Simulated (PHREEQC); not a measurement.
PHREEQC input (ion-association model, wateq4f.dat):

```
SOLUTION_MASTER_SPECIES
  An  An-  0  An  62.0  # stands for a non-complexing anion
SOLUTION_SPECIES
  An- = An-
    -log_k 0
    -gamma 3.0 0
PHASES
  Fix_H+
    H+ = H+
    -log_k 0
SOLUTION 1
  temp 25
  units mmol/kgw
  pH 7 charge
  Cl 0.019
  Zn 0.0095
  As(5) 0.43
  Na 50.86
  An 50
END
SELECTED_OUTPUT 1
  -reset false
  -pH true
  -pe true
  -ionic_strength true
  -water true
  -totals As Cl Na Zn As(3) As(5)
  -molalities Hfo_wOH Hfo_wOH2+ Hfo_wO- Hfo_sOH Hfo_sOH2+ Hfo_sO- Hfo_wH2AsO4 Hfo_wHAsO4- Hfo_wOHAsO4-3 Hfo_sOZn+
    Hfo_wOZn+
  -saturation_indices Zn(OH)2-e Zn5(OH)8Cl2 Zn3(AsO4)2:2.5w Halite
USER_PUNCH 1
  -headings sigma psi
  10 PUNCH EDL("sigma", "Hfo"), EDL("psi", "Hfo")
PRINT
  -reset false
USE solution 1
SURFACE 1
  Hfo_wOH 0.000337079 600 0.15
  Hfo_sOH 8.42697e-06
EQUILIBRIUM_PHASES 1
  Fix_H+ -4 HAn 10
    -force_equality true
  O2(g) -0.68 10
END
# ... the last block is repeated for the other 12 points of pH, with NaOH or the acid as the point needs
```

Selected output (columns that matter, 12 of 13 rows; pH added in front):

```
pH	mu	As	Na	Zn	m_Hfo_wOH	m_Hfo_wOH2+	m_Hfo_wO-	m_Hfo_sOH	m_Hfo_sOH2+	si_Zn(OH)2-e	si_Zn5(OH)8Cl2	si_Halite	sigma	psi
4	0.051011	0.0001038	0.05086	9.498e-06	1.2534e-08	1.0863e-05	3.313e-13	9.7096e-09	8.4153e-06	-8.8427	-42.836	-7.7726	0.011039	0.020831
4.5	0.050928	0.00010782	0.05086	9.4808e-06	3.6259e-08	1.4866e-05	2.0259e-12	2.0457e-08	8.3873e-06	-7.8433	-38.839	-7.7725	0.0054393	0.010483
5	0.0509	0.00011502	0.05086	9.3155e-06	1.0063e-07	2.1998e-05	1.0546e-11	3.7536e-08	8.2054e-06	-6.8509	-34.877	-7.7724	-0.0015138	-0.0029371
5.5	0.050888	0.00012622	0.05086	8.1244e-06	2.6633e-07	3.3026e-05	4.9203e-11	5.6464e-08	7.0017e-06	-5.9104	-31.174	-7.7724	-0.0094346	-0.01795
6	0.050883	0.00014213	0.05086	4.9074e-06	6.8269e-07	4.8468e-05	2.2029e-10	5.409e-08	3.8402e-06	-5.1295	-28.27	-7.7724	-0.018315	-0.0332
6.5	0.0509	0.0001637	0.05086	2.1202e-06	1.7721e-06	6.8639e-05	1.0481e-09	3.5565e-08	1.3775e-06	-4.4946	-26.095	-7.7724	-0.027889	-0.047211
7.5	0.051016	0.00022078	0.05086	5.9805e-08	1.4353e-05	0.00011183	4.2203e-08	7.1416e-08	5.5641e-07	-4.0549	-25.897	-7.7726	-0.04337	-0.065166
8	0.051073	0.0002546	0.05086	6.6384e-09	3.9402e-05	0.00012019	2.9591e-07	1.7781e-07	5.424e-07	-4.049	-26.868	-7.7726	-0.049082	-0.070653
8.5	0.051128	0.0003024	0.05086	1.1619e-09	8.7651e-05	0.00011842	1.4863e-06	3.6081e-07	4.8747e-07	-4.0102	-27.674	-7.7727	-0.059254	-0.079308
9	0.051173	0.00034658	0.05086	6.1915e-10	0.00014714	9.9496e-05	4.9847e-06	5.6429e-07	3.8158e-07	-3.9102	-28.174	-7.7728	-0.075892	-0.091105
9.5	0.051236	0.0003713	0.050898	7.7613e-10	0.00019557	6.7798e-05	1.2923e-05	7.2383e-07	2.5093e-07	-3.7316	-28.28	-7.7725	-0.09779	-0.10352
10	0.051417	0.0003838	0.051047	1.3775e-09	0.00022119	3.8276e-05	2.9283e-05	8.0495e-07	1.3929e-07	-3.4776	-28.011	-7.7715	-0.12389	-0.11525
```

The database has no arsenate complexes of Zn.
